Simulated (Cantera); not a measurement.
Charge: 1 mol C₂F₆, 2.5 mol H₂.

Cantera equilibrium calculation (NASA polynomials, part measured and part estimated; ideal gas, pure solids and liquids). Candidate condensed phases: C, C₆H₆, C₇H₈, C₈H₁₈; 95 gas species. The feed counts by its element totals alone. Kinetics and transport are ignored.

Stable condensed phases, one row left out:

```
T in K \ P in Pa
              1    3.2     10     32    100    320   1000   3200  10000  32000 100000
   3023       A      A      A      A      A      A      B      B      B      B      B
   2923       A      A      A      A      A      B      B      B      B      B      B
   2823       A      A      A      A      B      B      B      B      B      B      B
   2623       A      A      B      B      B      B      B      B      B      B      B
   2523       A      B      B      B      B      B      B      B      B      B      B
   2423       B      B      B      B      B      B      B      B      B      B      B
   2323       B      B      B      B      B      B      B      B      B      B      B
   2223       B      B      B      B      B      B      B      B      B      B      B
   2123       B      B      B      B      B      B      B      B      B      B      B
   2023       B      B      B      B      B      B      B      B      B      B      B
   1923       B      B      B      B      B      B      B      B      B      B      B
```

A: gas only; B: C.

**Question.** Give the row for 2723 K.

**Answer.** 1: gas only; 3.2: gas only; 10: gas only; 32: C; 100: C; 320: C; 1000: C; 3200: C; 10000: C; 32000: C; 100000: C.
